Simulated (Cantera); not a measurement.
# Thermodynamics of roasting and sulfation, feed FeS₂ + H₂S + CO₂

Charge: 1 mol FeS₂, 3 mol H₂S, 0.73 mol CO₂, held at 1198 K.

Method: chemical equilibrium by Gibbs-energy minimisation in Cantera with the NASA 1993 tables (ideal gas, pure condensed phases). Candidate condensed phases: C, C₆H₆, C₇H₈, C₈H₁₈, Fe, Fe(CO)₅, FeO, Fe(OH)₂, Fe(OH)₃, FeS, FeSO₄, FeS₂, Fe₂O₃, Fe₂(SO₄)₃, Fe₃O₄, H₂O, H₂SO₄, S; 127 gas species. FeS: taken at fixed stoichiometry. Gases not in the tables: S₃ to S₇. The numbers say what is thermodynamically allowed, not how fast it happens.

| P (Pa) | x H₂S | x S₂ | x H₂ | x H₂O | x CO | x CO₂ | x COS | n FeS(s) |
|---|---|---|---|---|---|---|---|---|
| 1000 | 0.260 | 0.262 | 0.224 | 0.107 | 0.104 | 0.0364 | 0.00383 | 1.00 |
| 2600 | 0.324 | 0.241 | 0.180 | 0.105 | 0.0998 | 0.0427 | 0.00570 | 1.00 |
| 6700 | 0.384 | 0.221 | 0.140 | 0.102 | 0.0937 | 0.0502 | 0.00821 | 1.00 |
| 17000 | 0.439 | 0.202 | 0.105 | 0.0978 | 0.0856 | 0.0585 | 0.0114 | 1.00 |
| 45000 | 0.489 | 0.184 | 0.0750 | 0.0922 | 0.0753 | 0.0678 | 0.0156 | 1.00 |
| 120000 | 0.530 | 0.169 | 0.0520 | 0.0863 | 0.0635 | 0.0772 | 0.0206 | 1.00 |
| 300000 | 0.561 | 0.156 | 0.0362 | 0.0809 | 0.0521 | 0.0854 | 0.0257 | 1.00 |
| 770000 | 0.586 | 0.146 | 0.0244 | 0.0760 | 0.0406 | 0.0928 | 0.0311 | 1.00 |
| 2000000 | 0.605 | 0.138 | 0.0161 | 0.0719 | 0.0303 | 0.0990 | 0.0362 | 1.00 |
x: gas mole fraction; n: condensed amount in mol.

From 10.0 mbar to 20.0 bar the condensed part is FeS(s).
